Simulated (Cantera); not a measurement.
Source: NASA polynomial tables (part measured, part estimated), evaluated in Cantera. Values are per mole of reaction as written; species without (g) are pure solids or liquids, kept so even where they would boil at 1 bar. TaC: taken at fixed stoichiometry.

TaC + 2 Ta₂O₅ = C + 5 TaO₂(g)

```csv
T (K),ΔH° (kJ),ΔS° (J/K),ΔG° (kJ),log10 K,condensed phases
923,3171.3,972.1,2274.0,-128.69,"TaC(s), Ta₂O₅(s), C(graphite)"
1123,3147.9,949.3,2081.9,-96.83,"TaC(s), Ta₂O₅(s), C(graphite)"
1323,3123.3,929.1,1894.1,-74.78,"TaC(s), Ta₂O₅(s), C(graphite)"
1523,…,…,…,…,"TaC(s), Ta₂O₅(s), C(graphite)"
1723,…,…,…,…,"TaC(s), Ta₂O₅(s), C(graphite)"
1923,3043.1,879.3,1352.2,-36.73,"TaC(s), Ta₂O₅(s), C(graphite)"
2123,…,…,…,…,"TaC(s), Ta₂O₅(l), C(graphite)"
2323,2722.8,725.1,1038.4,-23.35,"TaC(s), Ta₂O₅(l), C(graphite)"
2523,2676.7,706.1,895.3,-18.54,"TaC(s), Ta₂O₅(l), C(graphite)"
```

Problem. Some entries are withheld; supply them.

Solution. 
- 1523, ΔH° (kJ): 3097.5
- 1523, ΔS° (J/K): 911.0
- 1523, ΔG° (kJ): 1710.1
- 1523, log10 K: -58.65
- 1723, ΔH° (kJ): 3070.7
- 1723, ΔS° (J/K): 894.5
- 1723, ΔG° (kJ): 1529.6
- 1723, log10 K: -46.37
- 2123, ΔH° (kJ): 2768.9
- 2123, ΔS° (J/K): 745.8
- 2123, ΔG° (kJ): 1185.5
- 2123, log10 K: -29.17
